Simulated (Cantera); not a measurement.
Charge: 1 mol C₃H₈, 0.065 mol NH₃, 2.1 mol H₂, 1.6 mol H₂O, equilibrated at 2.20 mbar.

Cantera equilibrium calculation (NASA polynomials, part measured and part estimated; ideal gas, pure solids and liquids). Candidate condensed phases: C, C₆H₆, C₇H₈, C₈H₁₈, H₂O; 136 gas species. The numbers say what is thermodynamically allowed, not how fast it happens. All values below are at 2175 °C.

Base state: H₂ 0.537, H 0.311, CO 0.143, C₂H₂ (acetylene) 0.00464, HCN 0.00193, N₂ 0.00181, HNC 0.000213, C₂H 0.000173 (mole fractions); condensed: C(graphite).

### Question
What changes in the equilibrium state with this change: H₂O from 1.6 to 0.26 mol?

### Answer
```csv
species,before,after
H₂,0.537,0.622
H,0.311,0.335
CO,0.143,0.0321
N₂,0.00181,0.00259
HNC,0.000213,0.000274
HCN,0.00193,0.00249
CN,6.01e-5,7.19e-5
"C(graphite), mol",1.26,2.62
```
